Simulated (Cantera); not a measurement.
**Hydrocarbon pyrolysis for carbon deposition**

An isothermal, constant-pressure homogeneous reactor starts with CH4 : H2 : N2 = 1 : 50 : 1.5 (molar parts), at 1773 K and 100000 Pa.

Computed with Cantera and GRI-Mech 3.0 (53 species, 325 reactions). GRI-Mech 3.0 stops at C3 and has no aromatics, soot or wall deposition, so with more carbon than oxygen in the feed, carbon stays in small species such as C2H2 where larger ones or solid carbon would form.

| t (s) | x CH4 | x H2 | x C2H2 | x H | x C2H6 | x CH3 |
|---|---|---|---|---|---|---|
| 1.00e-6 | 0.0190 | 0.952 | <1e-12 | 1.16e-6 | 1.47e-12 | 6.69e-7 |
| 3.98e-6 | 0.0190 | 0.952 | <1e-12 | 5.05e-6 | 6.46e-11 | 2.25e-6 |
| 1.59e-5 | 0.0190 | 0.952 | 4.71e-12 | 2.05e-5 | 3.21e-9 | 8.49e-6 |
| 6.32e-5 | 0.0190 | 0.952 | 2.15e-9 | 7.98e-5 | 1.25e-7 | 3.24e-5 |
| 0.000252 | 0.0189 | 0.952 | 1.08e-6 | 0.000228 | 1.29e-6 | 9.15e-5 |
| 0.00100 | 0.0188 | 0.952 | 4.64e-5 | 0.000273 | 1.78e-6 | 0.000109 |
| 0.00399 | 0.0183 | 0.952 | 0.000287 | 0.000273 | 1.69e-6 | 0.000106 |
| 0.0159 | 0.0166 | 0.953 | 0.00113 | 0.000274 | 1.40e-6 | 9.61e-5 |
| 0.0633 | 0.0121 | 0.956 | 0.00326 | 0.000276 | 8.01e-7 | 7.09e-5 |
| 0.252 | 0.00685 | 0.959 | 0.00580 | 0.000279 | 3.33e-7 | 4.03e-5 |
| 1.00 | 0.00538 | 0.959 | 0.00652 | 0.000281 | 2.52e-7 | 3.18e-5 |
| 4.00 | 0.00537 | 0.959 | 0.00652 | 0.000281 | 2.52e-7 | 3.17e-5 |
x: mole fraction; the columns are a selection and need not sum to one.

Equilibrium at this temperature and pressure: CH4 0.00425, H2 0.960, C2H2 0.00408, H 0.000281, C2H6 1.58e-7, CH3 2.51e-5 (gas phase only).
